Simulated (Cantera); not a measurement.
Input: 1 mol PbO, 7.4 mol H2, equilibrated at 8.50 mbar.

These are equilibrium values from Cantera (NASA tables, ideal gas, pure condensed phases), not measurements of a reactor. Candidate condensed phases: H2O, Pb, PbO, PbO2, Pb3O4; 12 gas species. Rates play no part.

Problem. What share of the Pb ends up in condensed phases as a function of T (°C), at 425, 575, 725, 875, 1025, 1175, 1325, 1475, 1625?

Solution. 
| T (°C) | Pb condensed (%) | as |
|---|---|---|
| 425 | 100.0 | Pb(l) |
| 575 | 100.0 | Pb(l) |
| 725 | 98.6 | Pb(l) |
| 875 | 74.8 | Pb(l) |
| 1025 | 0.0 | - |
| 1175 | 0.0 | - |
| 1325 | 0.0 | - |
| 1475 | 0.0 | - |
| 1625 | 0.0 | - |
